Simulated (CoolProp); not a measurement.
Vapour-liquid equilibrium of ethylene (1) + n-butane (2) at 0.0616 MPa; x and y are mole fractions of (1).

Computed with CoolProp (multi-fluid Helmholtz-energy mixture model, Smukala 2000 and Bücker 2006; pair parameters Bell 2016).

```csv
x,bubble temperature (K),y at the bubble point,dew temperature at overall composition x (K),liquid density (mol/L)
0.05,216.5,0.900,259.0,11.57
0.15,193.5,0.983,256.4,12.51
0.25,185.4,0.992,253.6,13.27
0.35,180.4,0.996,250.4,14.04
0.45,176.4,0.997,246.9,14.86
0.55,172.8,0.999,242.8,15.74
0.65,169.6,0.999,237.9,16.70
0.75,166.7,1.000,231.6,17.74
0.85,164.2,1.000,222.9,18.85
0.95,162.2,1.000,206.7,20.03
```

No azeotrope shows between x = 0.05 and 0.95.

Pair parameters are fitted to limited data, so mixtures are less certain than the pure fluids. The gap from Raoult's law changes sign with composition, which may be real or a fault of the pair parameters; it wasn't checked against measurements.
